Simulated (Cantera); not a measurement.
Input: 1 mol C2F6, held at 0.860 bar.

Equilibrium computed with Cantera from the NASA thermochemical tables; the gas is ideal and each condensed phase is pure. Candidate condensed phases: C; 13 gas species. The feed counts by its element totals alone. Gases not in the tables: C2F6 and larger saturated fluorocarbons. Rates play no part.

Which condensed phases are stable at each of these points (T (°C)): 725, 925, 1125, 1325, 1525, 1725, 1925, 2125, 2325, 2525?


| T (°C) | condensed phases | C condensed (%) |
|---|---|---|
| 725 | C(graphite) | 25.0 |
| 925 | C(graphite) | 25.0 |
| 1125 | C(graphite) | 25.0 |
| 1325 | C(graphite) | 25.0 |
| 1525 | C(graphite) | 24.9 |
| 1725 | C(graphite) | 24.5 |
| 1925 | C(graphite) | 22.9 |
| 2125 | C(graphite) | 18.2 |
| 2325 | C(graphite) | 6.9 |
| 2525 | gas only | 0.0 |

From 725 °C to 2325 °C the condensed part is C(graphite). At 2525 °C nothing is condensed.
